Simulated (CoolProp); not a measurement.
A Linde-Hampson liquefier for oxygen: isothermal reversible compression at 230 K from 1 atm to 25 MPa, throttling to 1 atm, return gas leaving the recuperator 0 K below the feed. Each further row changes one setting.

The numbers come from the reference Helmholtz-energy equation of state, Schmidt 1985 in CoolProp.

```csv
case,liquid yield per pass,compression work (kJ/kg of gas)
as stated,0.256,307
high pressure 50 MPa,…,…
warm-end temperature 260 K,0.184,…
warm-end gap 5 K,…,307
```

Complete the blanks.


- high pressure 50 MPa, liquid yield per pass: 0.292
- high pressure 50 MPa, compression work (kJ/kg of gas): 347
- warm-end temperature 260 K, compression work (kJ/kg of gas): 357
- warm-end gap 5 K, liquid yield per pass: 0.245
